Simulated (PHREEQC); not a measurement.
Solution (25 °C): 3.2 mmol/kgw CuSO4, 0.85 mmol/kgw H2SO4 and 0.035 mmol/kgw NaCl. Closed to the air; pH follows from the charge balance.

Computed with PHREEQC (ion-association model, phreeqc.dat).

Question: The ionic strength comes out as 0.0121 mol/kgw. What activity coefficients do SO4-2, Cu+2, H+, Na+, HSO4- get?

Answer: SO4-2 0.64, Cu+2 0.65, H+ 0.91, Na+ 0.90, HSO4- 0.89.

No solid was allowed to form. Species that the database lacks are ignored.
